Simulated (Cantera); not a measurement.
Premixed flame

A freely propagating, adiabatic, planar premixed flame of H₂ : O₂ : N₂ = 1 : 0.455 : 1.55 (molar parts), equivalence ratio 1.1, unburnt at 475 K and 0.207 atm; mixture-averaged transport, grid criteria slope 0.08 and curve 0.16, no radiation.

Detailed kinetics in Cantera: the H2/O2 subset of GRI-Mech 3.0, which has no nitrogen chemistry. Burning velocities carry a grid error of a few per cent, more on coarse grids.

```json
[
 {"z (mm)": "-9.64", "T (K)": "475", "u (m/s)": "4.85", "x H₂": "0.333", "x O₂": "0.151", "x H": "<1e-8", "x H₂O": "<1e-8", "x O": "<1e-8", "x OH": "<1e-8"},
 {"z (mm)": "-6.43", "T (K)": "475", "u (m/s)": "4.85", "x H₂": "0.333", "x O₂": "0.151", "x H": "<1e-8", "x H₂O": "<1e-8", "x O": "<1e-8", "x OH": "<1e-8"},
 {"z (mm)": "-4.82", "T (K)": "475", "u (m/s)": "4.85", "x H₂": "0.333", "x O₂": "0.151", "x H": "<1e-8", "x H₂O": "<1e-8", "x O": "<1e-8", "x OH": "<1e-8"},
 {"z (mm)": "-3.21", "T (K)": "475", "u (m/s)": "4.85", "x H₂": "0.333", "x O₂": "0.151", "x H": "<1e-8", "x H₂O": "<1e-8", "x O": "<1e-8", "x OH": "<1e-8"},
 {"z (mm)": "-1.61", "T (K)": "479", "u (m/s)": "4.89", "x H₂": "0.332", "x O₂": "0.151", "x H": "5.58e-5", "x H₂O": "0.000149", "x O": "2.25e-6", "x OH": "1.55e-5"},
 {"z (mm)": "-0.804", "T (K)": "652", "u (m/s)": "6.54", "x H₂": "0.306", "x O₂": "0.148", "x H": "0.00674", "x H₂O": "0.0136", "x O": "0.000159", "x OH": "0.000580"},
 {"z (mm)": "0", "T (K)": "1116", "u (m/s)": "10.8", "x H₂": "0.170", "x O₂": "0.101", "x H": "0.0617", "x H₂O": "0.115", "x O": "0.00685", "x OH": "0.00319"},
 {"z (mm)": "0.804", "T (K)": "1420", "u (m/s)": "13.6", "x H₂": "0.0675", "x O₂": "0.0366", "x H": "0.0928", "x H₂O": "0.229", "x O": "0.0141", "x OH": "0.00902"},
 {"z (mm)": "1.61", "T (K)": "1547", "u (m/s)": "14.7", "x H₂": "0.0603", "x O₂": "0.0279", "x H": "0.0854", "x H₂O": "0.245", "x O": "0.0144", "x OH": "0.0118"},
 {"z (mm)": "3.21", "T (K)": "1692", "u (m/s)": "15.9", "x H₂": "0.0624", "x O₂": "0.0245", "x H": "0.0713", "x H₂O": "0.253", "x O": "0.0134", "x OH": "0.0146"},
 {"z (mm)": "6.43", "T (K)": "1853", "u (m/s)": "17.2", "x H₂": "0.0636", "x O₂": "0.0210", "x H": "0.0561", "x H₂O": "0.263", "x O": "0.0116", "x OH": "0.0172"},
 {"z (mm)": "12.9", "T (K)": "2018", "u (m/s)": "18.5", "x H₂": "0.0627", "x O₂": "0.0173", "x H": "0.0417", "x H₂O": "0.275", "x O": "0.00914", "x OH": "0.0189"},
 {"z (mm)": "25.7", "T (K)": "2178", "u (m/s)": "19.7", "x H₂": "0.0596", "x O₂": "0.0136", "x H": "0.0292", "x H₂O": "0.290", "x O": "0.00657", "x OH": "0.0191"}
]
```
x: mole fraction of selected species; z is measured from the peak of heat release.

```json
{
  "laminar_burning_velocity": "485 cm/s",
  "thermal_thickness": "3.21 mm",
  "peak x(H)": "0.0929",
  "peak x(O)": "0.0144",
  "peak x(OH)": "0.0192",
  "grid_points": "142"
}
```
